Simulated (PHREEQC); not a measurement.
A solution holds 0.014 mol NaF, 0.014 mol H2SiF6 and 0.061 mol H2SO4 per kg of water, at 35 °C. Closed to the air; pH follows from the charge balance.

Computed with PHREEQC (ion-association model, wateq4f.dat).

Precipitation was switched off in this run.

**Question.** Order these S species by the share of S that they hold, largest first: HSO4-, SO4-2, NaSO4-.

**Answer.** HSO4- (79 %), SO4-2 (20 %), NaSO4- (0.50 %)

The pH is 1.15 and the ionic strength 0.128 mol/kgw. Species that the database lacks are ignored. SiF6-2 is the database's only silicon fluoride.
